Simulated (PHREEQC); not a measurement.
## Reverse-osmosis permeate: speciation

A made-up water analysis in mmol/kgw, 55 °C, pH 5.64, pe 11.1:

```tsv
constituent	mmol/kgw
Na	0.106
K	0.0175
Ca	0.0216
Mg	0.0691
Cl	0.0871
S(6)	0.0906
Alkalinity (meq/kgw)	0.0439
Ni	0.00417
```

Valence states are taken as typed.

Computed with PHREEQC (ion-association model, wateq4f.dat).

No solid was allowed to form.

### Question
What charge-balance error does the model give?

### Answer
charge-balance error 0.2 %.

### Question
In which forms is Mg present?

### Answer
Mg+2 97 %, MgSO4 3.2 % of the Mg.

Species that the database lacks are ignored. At this temperature some constants are extrapolated from 25 °C, and those without enthalpy data are left unchanged.
